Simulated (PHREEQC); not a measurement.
Solution (25 °C): 0.0059 mol/kgw MnSO4, 0.012 mol/kgw CuCl2 and 0.0048 mol/kgw NaHCO3. Closed to the air; pH follows from the charge balance.

Computed with PHREEQC (ion-association model, wateq4f.dat).

Precipitation was switched off in this run.

Question: Order these Mn species by the share of Mn that they hold, largest first: MnCl+, Mn+2, MnSO4, MnHCO3+.

Answer: Mn+2 (81 %), MnSO4 (12 %), MnCl+ (3.7 %), MnHCO3+ (2.8 %)

Question: Order these C species by the share of C that they hold, largest first: CuHCO3+, CO2, CuCO3, MnHCO3+, HCO3-.

Answer: CO2 (40 %), CuHCO3+ (30 %), HCO3- (17 %), CuCO3 (9.3 %), MnHCO3+ (3.5 %)

The pH is 5.89 and the ionic strength 0.0486 mol/kgw. The solution is supersaturated, for example in Malachite, Atacamite, so a real one may precipitate; this is no full list.
